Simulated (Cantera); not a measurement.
Premixed flame

A freely propagating, adiabatic, planar premixed flame of 5.19 % CO, 4.36 % H₂, 3.12 % CH₄, 16.7 % O₂, 56.6 % N₂, 14.0 % CO₂, equivalence ratio 0.66, unburnt at 548 K and 0.133 bar; mixture-averaged transport, grid criteria slope 0.08 and curve 0.16, no radiation.

Computed with Cantera and GRI-Mech 3.0 (53 species, 325 reactions). Burning velocities carry a grid error of a few per cent, more on coarse grids.

```
z (mm)  T (K)  u (m/s)    x CO     x H₂     x CH₄    x CH₂    x CH₂O     x H₂O
------  -----  -------  ------  -------  --------  -------  --------  --------
-10.5     548     1.15  0.0520   0.0435    0.0312    <1e-8     <1e-8   1.71e-7
-7.00     548     1.15  0.0520   0.0431    0.0312    <1e-8   2.16e-8   3.75e-6
-5.25     548     1.15  0.0520   0.0424    0.0312    <1e-8   2.79e-7   2.97e-5
-3.50     553     1.16  0.0521   0.0401    0.0312    <1e-8   6.55e-6  0.000456
-1.75     652     1.36  0.0523   0.0332    0.0288  5.54e-8   5.93e-5   0.00976
-0.876    865     1.81  0.0546   0.0269    0.0208  4.42e-7  0.000160    0.0314
0        1173     2.46  0.0584   0.0183   0.00612  2.50e-6  0.000231    0.0661
0.876    1323     2.76  0.0520  0.00958  0.000450  3.89e-7   3.12e-5    0.0868
1.75     1379     2.87  0.0431  0.00597   1.89e-5  2.02e-8   1.54e-6    0.0922
3.50     1448     2.99  0.0330  0.00488   3.65e-8    <1e-8     <1e-8    0.0940
7.00     1529     3.14  0.0266  0.00437     <1e-8    <1e-8     <1e-8    0.0963
14.0     1613     3.30  0.0222  0.00339     <1e-8    <1e-8     <1e-8    0.1000
28.0     1691     3.44  0.0170  0.00235     <1e-8    <1e-8     <1e-8     0.103
```
x: mole fraction of selected species; z is measured from the peak of heat release.

- laminar burning velocity: 115 cm/s
- thermal thickness: 3.50 mm
- peak x(CH₂): 2.52e-6
- peak x(CH₂O): 0.000264
- grid points: 156
